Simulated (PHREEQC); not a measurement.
Consider water at 20 °C with 0.0058 mol/kgw K2CO3, 0.015 mol/kgw K2SO4 and 0.15 mol/kgw H3BO3. Closed to the air; pH follows from the charge balance.

Computed with PHREEQC (Pitzer model, pitzer.dat).

The pH comes out as 7.47 and the ionic strength is 0.0567 mol/kgw. The density is 1.005 g/cm³ and the osmotic coefficient comes out as 0.955. The total alkalinity is 11.6 meq/kg.

```tsv
species	molality	activity	log γ
B(OH)3	0.138	0.136	-0.005
K+	0.0416	0.0324	-0.108
SO4-2	0.0150	0.00602	-0.396
HCO3-	0.00545	0.00429	-0.104
B3O3(OH)4-	0.00306	0.00222	-0.139
B(OH)4-	0.00295	0.00231	-0.107
CO2	0.000340	0.000342	0.003
B4O5(OH)4-2	5.81e-5	2.22e-5	-0.418
CO3-2	1.24e-5	5.21e-6	-0.375
OH-	2.53e-7	2.02e-7	-0.098
H+	4.24e-8	3.38e-8	-0.099
```

No solid was allowed to form. Species that the database lacks are ignored.
